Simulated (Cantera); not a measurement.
A Cantera script and its output.

```python
import numpy as np
import cantera as ct

gas = ct.Solution("gri30.yaml")
gas.TPX = 1223, 500000, {'CH4': 1, 'O2': 1.25, 'N2': 4.7, 'H2O': 0.98}
reactor = ct.IdealGasReactor(gas, energy="on", clone=False)
net = ct.ReactorNet([reactor])
net.rtol, net.atol = 1e-08, 1e-16
show = ['CH4', 'O2', 'H2O', 'O', 'CO', 'CH3', 'H2O2']
times = np.geomspace(4e-06, 7, 10)

steps = ct.SolutionArray(gas, extra=["t"])
rows = []
print(f"{'t/s':>10s}{'T/K':>9s}{'P/Pa':>11s}" + "".join(f"{s:>11s}" for s in show))
for t in times:
    while net.time < t:
        t_next = net.step()
        steps.append(gas.state, t=t_next)
    rows.append([np.interp(t, steps.t, y) for y in (steps.T, steps.P, *steps(*show).X.T)])
    print(f"{t:10.3e}{rows[-1][0]:9.1f}{rows[-1][1]:11.4g}" + "".join(f"{x:11.3e}" for x in rows[-1][2:]))
rate = np.gradient(steps.T, steps.t)
print("integrator steps:", len(steps.t))
if steps.T.max() > steps.T[0] + 200:
    print(f"time of steepest temperature rise: {steps.t[rate.argmax()]:.4e} s")
gas.TPX = 1223, 500000, {'CH4': 1, 'O2': 1.25, 'N2': 4.7, 'H2O': 0.98}
gas.equilibrate("UV")
print(f"equilibrium (UV): T = {gas.T:.1f} K  " + "  ".join(f"{s} {gas[s].X[0]:.3e}" for s in show))
```

Output:

```
       t/s      T/K       P/Pa        CH4         O2        H2O          O         CO        CH3       H2O2
 4.000e-06   1223.0      5e+05  1.261e-01  1.576e-01  1.236e-01  6.998e-12  2.400e-14  2.962e-08  2.900e-10
 1.976e-05   1223.0      5e+05  1.261e-01  1.576e-01  1.236e-01  2.776e-11  3.078e-12  1.583e-07  5.689e-09
 9.759e-05   1223.0      5e+05  1.261e-01  1.576e-01  1.236e-01  1.929e-10  5.655e-10  1.164e-06  5.838e-08
 4.820e-04   1223.1      5e+05  1.261e-01  1.576e-01  1.236e-01  1.173e-09  2.036e-07  6.909e-06  1.330e-07
 2.381e-03   1224.4  5.006e+05  1.258e-01  1.575e-01  1.238e-01  2.161e-09  1.732e-05  1.026e-05  3.341e-07
 1.176e-02   2657.9  1.194e+06  6.078e-11  9.384e-05  2.475e-01  8.496e-05  8.128e-02  4.889e-11  8.038e-08
 5.809e-02   2657.5  1.194e+06  6.101e-11  9.343e-05  2.475e-01  8.464e-05  8.129e-02  4.899e-11  8.013e-08
 2.869e-01   2657.5  1.194e+06  6.101e-11  9.343e-05  2.475e-01  8.464e-05  8.129e-02  4.899e-11  8.013e-08
 1.417e+00   2657.5  1.194e+06  6.101e-11  9.343e-05  2.475e-01  8.464e-05  8.129e-02  4.899e-11  8.013e-08
 7.000e+00   2657.5  1.194e+06  6.101e-11  9.343e-05  2.475e-01  8.464e-05  8.129e-02  4.899e-11  8.013e-08
integrator steps: 2360
time of steepest temperature rise: 1.0595e-02 s
equilibrium (UV): T = 2657.5 K  CH4 6.920e-11  O2 9.343e-05  H2O 2.475e-01  O 8.464e-05  CO 8.129e-02  CH3 5.557e-11  H2O2 8.013e-08
```

Computed with Cantera and GRI-Mech 3.0 (53 species, 325 reactions).
